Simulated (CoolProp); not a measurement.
Vapour-liquid equilibrium of o-xylene (1) + n-undecane (2) at 134.35 °C; x and y are mole fractions of (1).

Computed with CoolProp (multi-fluid Helmholtz-energy mixture model, Zhou 2012 and Aleksandrov 2011; pair parameters Bell 2016).

| x | bubble pressure, mixture model (MPa) | bubble pressure, Raoult's law (MPa) | y, mixture model | y, Raoult's law |
|---|---|---|---|---|
| 0.05 | 0.01959 | 0.01986 | 0.181 | 0.194 |
| 0.125 | 0.02386 | 0.02438 | 0.378 | 0.395 |
| 0.2 | 0.02825 | 0.02890 | 0.519 | 0.534 |
| 0.275 | 0.03273 | 0.03342 | 0.623 | 0.635 |
| 0.35 | 0.03726 | 0.03794 | 0.702 | 0.711 |
| 0.425 | 0.04182 | 0.04246 | 0.765 | 0.772 |
| 0.5 | 0.04640 | 0.04698 | 0.815 | 0.821 |
| 0.575 | 0.05098 | 0.05150 | 0.857 | 0.861 |
| 0.65 | 0.05556 | 0.05602 | 0.891 | 0.895 |
| 0.725 | 0.06016 | 0.06055 | 0.921 | 0.923 |
| 0.8 | 0.06476 | 0.06507 | 0.946 | 0.948 |
| 0.875 | 0.06938 | 0.06959 | 0.968 | 0.970 |
| 0.95 | 0.07402 | 0.07411 | 0.988 | 0.989 |

The largest gap from Raoult's law is -2.2 % in bubble pressure, at x = 0.2. No azeotrope shows between x = 0.05 and 0.95.

The pair parameters rest on a limited set of measurements; away from them the model extrapolates.
